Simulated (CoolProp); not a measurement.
A single-stage vapour-compression cycle with the fluid: evaporating at 273.15 K (dew point), condensing at 321.15 K (bubble point), superheat 5 K, subcooling 8 K, compressor efficiency 0.65, no pressure losses. The same conditions are run with several fluids, on thermodynamics alone (safety and materials aside).

Computed with CoolProp (reference Helmholtz-energy equation of state of each fluid (cis-2-butene: Lemmon 2005; R142b: Lemmon 2006; isobutane: Bücker 2006; fluoroethane (R161): Wu 2012; R1224YDZ: Akasaka 2023; c-C4F8 (RC318): Platzer 1990)). The equations of Platzer and Polt are older, rougher fits.

```csv
fluid,cooling COP,pressure ratio,discharge temperature (K),refrigerating effect (kJ/kg),volumetric capacity (kJ/m³)
cis-2-butene,3.28,4.82,(withheld),(withheld),740
R142b,3.21,4.48,347.4,170,1120
isobutane,(withheld),4.15,335.6,266,(withheld)
fluoroethane (R161),3.09,3.78,(withheld),295,2950
R1224YDZ,3.20,(withheld),337.4,135,490
c-C4F8 (RC318),2.88,4.76,321.1,(withheld),870
```

Task: Fill in the missing entries.

Result: 
- cis-2-butene, discharge temperature (K): 351.6
- cis-2-butene, refrigerating effect (kJ/kg): 336
- isobutane, cooling COP: 3.14
- isobutane, volumetric capacity (kJ/m³): 1110
- fluoroethane (R161), discharge temperature (K): 363.5
- R1224YDZ, pressure ratio: 5.66
- c-C4F8 (RC318), refrigerating effect (kJ/kg): 74.2

The compression ends wet for: c-C4F8 (RC318).
